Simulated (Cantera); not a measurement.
Mixture: CH₄ : C₂H₆ : O₂ : N₂ : H₂O = 1 : 0.046 : 4.7 : 17.7 : 0.52 (molar parts), equivalence ratio 0.46, at 8.30 bar, adiabatic and at constant pressure. Ignition delay is the time to a rise of 400 K.

Computed with Cantera and GRI-Mech 3.0 (53 species, 325 reactions).

Problem. What does this change do: C2H6 0.046 to 0.14 parts?

Solution. 
```json
[
 {"quantity": "delay at 1050 K", "before": "16.6 ms", "after": "12.9 ms"},
 {"quantity": "delay at 1150 K", "before": "3.68 ms", "after": "2.27 ms"},
 {"quantity": "delay at 1250 K", "before": "1.08 ms", "after": "0.553 ms"},
 {"quantity": "delay at 1350 K", "before": "0.369 ms", "after": "0.180 ms"},
 {"quantity": "delay at 1450 K", "before": "0.140 ms", "after": "71.2 µs"},
 {"quantity": "delay at 1550 K", "before": "57.7 µs", "after": "32.0 µs"},
 {"quantity": "apparent activation energy between 1350 and 1550 K", "before": "160 kJ/mol", "after": "150 kJ/mol"}
]
```
